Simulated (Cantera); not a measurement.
Thermodynamics of silicon nitride deposition, feed SiH2Cl2 + NH3 + N2

Feed: 1 mol SiH2Cl2, 2.7 mol NH3, 46 mol N2, equilibrated at 0.000170 bar.

Equilibrium computed with Cantera from the NASA thermochemical tables; the gas is ideal and each condensed phase is pure. Candidate condensed phases: NH4Cl, Si, Si3N4; 28 gas species. The tables' values for SiCl, SiN, SiCl3 are old estimates; treat these amounts as uncertain. Kinetics and transport are ignored.

```csv
T (K),x N2,x H2,x HCl,x SiCl2,x Si,x H,x Cl,x SiCl,n Si3N4(s),n Si(s),n Si(l)
875,0.885,0.0768,0.0379,7.51e-9,<1e-12,1.07e-9,5.20e-10,<1e-12,0.333,0,0
950,0.885,0.0768,0.0379,1.35e-7,<1e-12,1.18e-8,5.55e-9,<1e-12,0.333,0,0
1025,0.885,0.0768,0.0379,1.57e-6,<1e-12,9.26e-8,4.21e-8,<1e-12,0.333,0,0
1100,0.885,0.0768,0.0379,1.31e-5,<1e-12,5.50e-7,2.43e-7,6.44e-12,0.333,0,0
1175,0.885,0.0769,0.0377,8.21e-5,6.12e-12,2.61e-6,1.12e-6,2.70e-10,0.332,0,0
1250,0.885,0.0772,0.0371,0.000398,4.35e-10,1.03e-5,4.23e-6,7.08e-9,0.326,0,0
1325,0.885,0.0782,0.0349,0.00146,1.89e-8,3.51e-5,1.31e-5,1.21e-7,0.307,0,0
1400,0.886,0.0804,0.0302,0.00378,5.48e-7,0.000106,3.27e-5,1.38e-6,0.266,0,0
1475,0.886,0.0833,0.0236,0.00699,1.12e-5,0.000287,6.59e-5,1.08e-5,0.209,0,0
1550,0.886,0.0861,0.0173,0.0101,0.000171,0.000709,0.000114,6.33e-5,0.150,0,0
1625,0.885,0.0856,0.0160,0.0105,0.000958,0.00158,0.000233,0.000187,0,0.375,0
1700,0.881,0.0845,0.0156,0.0103,0.00399,0.00329,0.000472,0.000453,0,0,0.194
1775,0.875,0.0812,0.0179,0.00863,0.00883,0.00633,0.00107,0.000727,0,0,0
```
x: gas mole fraction; n: condensed amount in mol.

From 875 K to 1550 K the condensed part is Si3N4(s). At 1625 K the condensed part is Si(s). At 1700 K the condensed part is Si(l). At 1775 K nothing is condensed. The main Si-bearing gas is SiCl4 at 875 K and Si at 1775 K.
